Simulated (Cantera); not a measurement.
# Thermodynamics of calcination and drying, feed MgSO4 + H2 + O2

Input: 1 mol MgSO4, 0.41 mol H2, 2.5 mol O2, at 1875 °C.

Cantera equilibrium calculation (NASA polynomials, part measured and part estimated; ideal gas, pure solids and liquids). Candidate condensed phases: H2O, H2SO4, Mg, MgO, Mg(OH)2, MgS, MgSO4, S; 26 gas species. The numbers say what is thermodynamically allowed, not how fast it happens.

From 0.0750 Torr to 7500 Torr the condensed part is MgO(s). The main Mg-bearing gas is Mg at 0.0750 Torr and Mg(OH)2 at 7500 Torr.

```json
[
 {"P (Pa)": "10", "log p O2": "-4.33", "log p SO2": "-4.81", "log p O": "-4.88", "log p Mg": "-4.89", "log p H2O": "-5.45", "log p OH": "-5.53", "log p H": "-5.57", "log p SO": "-5.93", "n MgO(s)": "0.205"},
 {"P (Pa)": "36", "log p O2": "-3.68", "log p SO2": "-4.12", "log p O": "-4.56", "log p Mg": "-5.21", "log p H2O": "-4.64", "log p OH": "-4.97", "log p H": "-5.32", "log p SO": "-5.57", "n MgO(s)": "0.916"},
 {"P (Pa)": "130", "log p O2": "-3.10", "log p SO2": "-3.53", "log p O": "-4.26", "log p Mg": "-5.50", "log p H2O": "-4.00", "log p OH": "-4.50", "log p H": "-5.15", "log p SO": "-5.27", "n MgO(s)": "0.988"},
 {"P (Pa)": "460", "log p O2": "-2.53", "log p SO2": "-2.97", "log p O": "-3.98", "log p Mg": "-5.79", "log p H2O": "-3.41", "log p OH": "-4.07", "log p H": "-5.00", "log p SO": "-4.99", "n MgO(s)": "0.998"},
 {"P (Pa)": "1700", "log p O2": "-1.96", "log p SO2": "-2.40", "log p O": "-3.69", "log p Mg": "-6.07", "log p H2O": "-2.82", "log p OH": "-3.63", "log p H": "-4.85", "log p SO": "-4.71", "n MgO(s)": "1.000"},
 {"P (Pa)": "6000", "log p O2": "-1.41", "log p SO2": "-1.85", "log p O": "-3.42", "log p Mg": "-6.35", "log p H2O": "-2.26", "log p OH": "-3.21", "log p H": "-4.70", "log p SO": "-4.43", "n MgO(s)": "1.000"},
 {"P (Pa)": "22000", "log p O2": "-0.84", "log p SO2": "-1.28", "log p O": "-3.13", "log p Mg": "-6.63", "log p H2O": "-1.69", "log p OH": "-2.78", "log p H": "-4.56", "log p SO": "-4.15", "n MgO(s)": "1.000"},
 {"P (Pa)": "77000", "log p O2": "-0.29", "log p SO2": "-0.74", "log p O": "-2.86", "log p Mg": "-6.91", "log p H2O": "-1.14", "log p OH": "-2.37", "log p H": "-4.42", "log p SO": "-3.88", "n MgO(s)": "1.000"},
 {"P (Pa)": "280000", "log p O2": "0.27", "log p SO2": "-0.18", "log p O": "-2.58", "log p Mg": "-7.19", "log p H2O": "-0.57", "log p OH": "-1.95", "log p H": "-4.28", "log p SO": "-3.60", "n MgO(s)": "1.000"},
 {"P (Pa)": "1000000", "log p O2": "0.82", "log p SO2": "0.37", "log p O": "-2.30", "log p Mg": "-7.46", "log p H2O": "-0.02", "log p OH": "-1.53", "log p H": "-4.14", "log p SO": "-3.32", "n MgO(s)": "1.000"}
]
```
log p: log10 of the partial pressure in bar; n: condensed amount in mol.
